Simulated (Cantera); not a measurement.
A Cantera script and what it prints.

```python
import numpy as np
import cantera as ct

gas_names = """
    Fe FeO Fe(OH)2 H HO2 H2 H2O H2O2 H2S H2SO4 O OH O2 O3 S SH SO SO2 SO3 S2 S2O S8
""".split()
cond_names = """
    Fe(a) Fe(c) Fe(d) Fe(L) FeO(s) FeO(L) Fe(OH)2(s) Fe(OH)3(s) FeS(a) FeS(b) FeS(c) FeS(L) FeSO4(s)
    FeS2(s) Fe2O3(s) Fe2S3O12(s) Fe3O4(s) H2O(s) H2O(L) H2SO4(L) S(cr1) S(cr2) S(L)
""".split()


def load(file, names, dense=False):
    # The tables refer to 1 bar. Condensed volumes are neglected.
    table = {s.name: s for s in ct.Species.list_from_file(file)}
    out = []
    for n in names:
        d = dict(table[n].input_data)
        d["thermo"] = dict(d["thermo"], **{"reference-pressure": 1e5})
        if dense:
            d["equation-of-state"] = {"model": "constant-volume", "density": "1e6 g/cm^3"}
        out.append(ct.Species.from_dict(d))
    return out


gas = ct.Solution(thermo="ideal-gas", species=load("nasa_gas.yaml", gas_names))
cond = {s.name: ct.Solution(thermo="fixed-stoichiometry", species=[s], name=s.name)
        for s in load("nasa_condensed.yaml", cond_names, dense=True)}
atoms = {
    'FeS2': {'Fe': 1, 'S': 2},
    'O2': {'O': 2},
    'H2O': {'H': 2, 'O': 1},
}
top_T = {'FeSO4(s)': 950, 'FeS2(s)': 1010, 'Fe2O3(s)': 1830, 'Fe2S3O12(s)': 1100, 'Fe3O4(s)': 1870}  # K; cautious upper limits of use, not melting points


def equilibrate(T, P, feed):
    n = {}
    for name, mol in feed.items():
        for a, k in atoms[name].items():
            n[a] = n.get(a, 0.0) + k * mol
    gas.TPX = T, P, n
    mass = sum(n.values()) * gas.mean_molecular_weight
    gas.equilibrate("TP")
    valid = [c for c in cond.values() if c.min_temp <= T <= top_T.get(c.name, c.max_temp)]
    mix = ct.Mixture([(gas, mass / gas.mean_molecular_weight)] + [(c, 0.0) for c in valid])
    mix.T, mix.P = T, P
    mix.equilibrate("TP", solver="vcs", rtol=1e-11, max_steps=5000)
    return mix


results = []
feed = {'FeS2': 1, 'O2': 0.22, 'H2O': 0.57}  # mol
T = 1098  # K
P = 11000  # Pa
mix = equilibrate(T, P, feed)
results.append((T, P, feed, dict(zip(mix.species_names, mix.species_moles))))
x = sorted(zip(gas.X, gas.species_names), reverse=True)
print(f"T = {T:g} K  P = {P:g} Pa  gas = {mix.phase_moles(0):.4g} mol")
print("   x: " + "  ".join(f"{s} {v:.3e}" for v, s in x if v > 1e-05))
print("   condensed (mol): " + ("  ".join(f"{mix.phase(i).name} {mix.phase_moles(i):.4g}"
      for i in range(1, mix.n_phases) if mix.phase_moles(i) > 1e-12) or "none"))
```

Result:

```
T = 1098 K  P = 11000 Pa  gas = 1.162 mol
   x: H2O 4.200e-01  S2 2.818e-01  SO2 2.216e-01  H2S 6.352e-02  H2 6.982e-03  S2O 5.863e-03  SO 1.448e-04  SH 8.094e-05
   condensed (mol): FeS(c) 1
```

These are equilibrium values from Cantera (NASA tables, ideal gas, pure condensed phases), not measurements of a reactor. FeS: taken at fixed stoichiometry. Gases not in the tables: S3 to S7.
